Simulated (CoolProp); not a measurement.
Saturation properties of CH3F (R41).

Values from CoolProp's reference Helmholtz-energy equation of state, Lemmon 2006. It is a short technical equation, of lower accuracy than the large ones.

| T (°C) | p (bar) | vapour density (kg/m³) | enthalpy of vaporisation (kJ/kg) | liquid cp (kJ/(kg K)) |
|---|---|---|---|---|
| -126.05 | 0.02729 | 0.07628 | 547.1 | 2.081 |
| -109.05 | 0.1301 | 0.3285 | 527.1 | 2.061 |
| -92.05 | 0.4468 | 1.037 | 506.0 | 2.059 |
| -75.05 | 1.212 | 2.629 | 483.0 | 2.077 |
| -58.15 | 2.749 | 5.682 | 457.7 | 2.117 |
| -41.15 | 5.501 | 11.05 | 428.6 | 2.189 |
| -24.15 | 9.966 | 19.90 | 394.6 | 2.307 |
| -7.15 | 16.72 | 34.17 | 353.4 | 2.504 |
| 9.85 | 26.43 | 57.63 | 301.1 | 2.883 |

It boils at -78.4 °C under 1 atm.
